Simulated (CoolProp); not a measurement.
R365MFC along the isobar 217 kPa: fugacity coefficient from the reference equation and from simpler models built on Tc = 460.0 K, pc = 3266 kPa, ω = 0.377; each cubic takes its own stable root.

Model: reference Helmholtz-energy equation of state, Lemmon 2016, in CoolProp.

```tsv
T (K)	phase	reference
406.4	gas	0.9641
419.7	gas	0.9677
433.1	gas	0.9708
446.5	gas	0.9735
459.9	gas	0.9759
473.2	gas	0.9780
486.6	gas	0.9799
500	gas	0.9816
```

How far does each simpler model (Soave-Redlich-Kwong, Peng-Robinson) lie from the reference over these 8 states: mean and median of the absolute difference, and the worst?


- Soave-Redlich-Kwong: mean 0.2 %, median 0.2 %, worst +0.2 % at 500 K and 217 kPa
- Peng-Robinson: mean 0.1 %, median 0.1 %, worst -0.1 % at 419.7 K and 217 kPa
